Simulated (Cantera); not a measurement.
Hydrocarbon pyrolysis for carbon deposition

An isothermal, constant-pressure homogeneous reactor starts with C2H6 : H2 = 1 : 21 (molar parts), at 1000 K and 15.0 Torr.

Cantera simulation using GRI-Mech 3.0 (53 species, 325 reactions); the numbers are that mechanism's predictions, not measurements. GRI-Mech 3.0 stops at C3 and has no aromatics, soot or wall deposition, so with more carbon than oxygen in the feed, carbon stays in small species such as C2H2 where larger ones or solid carbon would form. Radical loss at walls, strong at low pressure, is not modelled.

```csv
t (s),x C2H6,x H2,x CH4,x C2H,x C2H4,x CH2,x C2H2
5.00e-5,0.0455,0.955,9.16e-11,<1e-12,<1e-12,<1e-12,<1e-12
0.000145,0.0455,0.955,7.05e-10,<1e-12,9.89e-12,<1e-12,<1e-12
0.000419,0.0455,0.955,4.73e-9,<1e-12,3.44e-10,<1e-12,<1e-12
0.00121,0.0455,0.955,2.39e-8,<1e-12,7.19e-9,<1e-12,<1e-12
0.00351,0.0455,0.955,8.70e-8,<1e-12,9.30e-8,<1e-12,<1e-12
0.0102,0.0455,0.955,2.73e-7,<1e-12,9.13e-7,<1e-12,<1e-12
0.0294,0.0454,0.955,8.64e-7,<1e-12,8.06e-6,<1e-12,4.82e-12
0.0851,0.0454,0.955,3.87e-6,<1e-12,6.82e-5,<1e-12,3.27e-10
0.246,0.0449,0.955,4.04e-5,<1e-12,0.000544,<1e-12,2.09e-8
0.713,0.0418,0.954,0.000437,<1e-12,0.00331,<1e-12,8.29e-7
2.06,0.0324,0.954,0.00190,<1e-12,0.0116,<1e-12,1.21e-5
5.97,0.0160,0.953,0.00468,<1e-12,0.0258,<1e-12,9.37e-5
17.3,0.00391,0.953,0.00730,<1e-12,0.0358,<1e-12,0.000415
50.0,0.00182,0.952,0.00907,<1e-12,0.0363,<1e-12,0.00107
```
x: mole fraction; the columns are a selection and need not sum to one.

Equilibrium at this temperature and pressure: C2H6 1.60e-6, H2 0.909, CH4 0.0908, C2H <1e-12, C2H4 3.28e-5, CH2 <1e-12, C2H2 3.53e-6 (gas phase only).
